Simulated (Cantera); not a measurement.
# Moist CO burnout

An isothermal, constant-pressure homogeneous reactor starts with 0.891 % CO, 0.940 % O2, 0.264 % H2O, 97.9 % N2, at 1273 K and 1.00 bar.

Model: GRI-Mech 3.0 (53 species, 325 reactions), integrated in Cantera.

```
t (s)         x CO     x O2    x H2O       x O     x NO2
--------  --------  -------  -------  --------  --------
0.000600   0.00891  0.00940  0.00264   1.11e-8    <1e-12
0.00125    0.00891  0.00940  0.00264   7.78e-8    <1e-12
0.00262    0.00890  0.00939  0.00264   4.07e-6    <1e-12
0.00548    0.00683  0.00821  0.00243  0.000437  8.60e-11
0.0115     0.00188  0.00584  0.00253  0.000178  7.05e-10
0.0240    0.000465  0.00518  0.00262   4.21e-5   2.00e-9
0.0501    0.000112  0.00501  0.00264   1.00e-5   5.06e-9
0.105      2.54e-5  0.00498  0.00265   2.41e-6   9.17e-9
0.219      5.35e-6  0.00497  0.00265   5.97e-7   1.06e-8
0.458      1.06e-6  0.00497  0.00265   1.64e-7   8.13e-9
0.957      2.04e-7  0.00497  0.00265   5.61e-8   4.92e-9
2.00       5.01e-8  0.00497  0.00265   2.43e-8   3.00e-9
```
x: mole fraction; the columns are a selection and need not sum to one.

Equilibrium at this temperature and pressure: CO 1.13e-8, O2 0.00494, H2O 0.00266, O 7.61e-9, NO2 1.06e-7 (gas phase only).
